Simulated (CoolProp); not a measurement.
R1224YDZ at several states: fugacity coefficient from the reference equation and from simpler models built on Tc = 155.5 °C, pc = 3.334 MPa, ω = 0.325; each cubic takes its own stable root.

The numbers come from the reference Helmholtz-energy equation of state, Akasaka 2023 in CoolProp.

```
T (°C)   p (MPa)   phase  reference  van der Waals  Redlich-Kwong  Peng-Robinson
-------  -------  ------  ---------  -------------  -------------  -------------
-105.35    0.257  liquid   4.679e-5        0.05680      0.0004780       7.077e-5
16.45       1.87  liquid    0.05928         0.2878         0.1169        0.05982
113.55    0.0362     gas     0.9946         0.9959         0.9950         0.9943
-3.05       7.13  liquid   0.009046        0.08107        0.02186       0.009202
150.65     0.574     gas     0.9387         0.9477         0.9400         0.9334
```
